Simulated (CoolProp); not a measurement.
The fluid at 300.08 K and 0.257 MPa (stagnation) flows isentropically through a choked orifice. The same conditions are run with several fluids, on thermodynamics alone (safety and materials aside).

Values from CoolProp's reference Helmholtz-energy equation of state of each fluid (R152A: Outcalt 1996; CH2F2 (R32): Tillner-Roth 1997; ethylene: Smukala 2000; R134a: Tillner-Roth 1994; R143a: Lemmon and Jacobsen 2000).

```
fluid        throat to inlet pressure ratio  mass flux (kg/(m² s))  throat temperature (K)
-----------  ------------------------------  ---------------------  ----------------------
R152A                            (withheld)                    861              (withheld)
CH2F2 (R32)                           0.555                    783              (withheld)
ethylene                         (withheld)                    571                   266.0
R134a                                 0.586             (withheld)                   283.5
R143a                                 0.583                    958                   282.2
```

What belongs in the gaps?


- R152A, throat to inlet pressure ratio: 0.578
- R152A, throat temperature (K): 278.9
- CH2F2 (R32), throat temperature (K): 266.6
- ethylene, throat to inlet pressure ratio: 0.553
- R134a, mass flux (kg/(m² s)): 1060
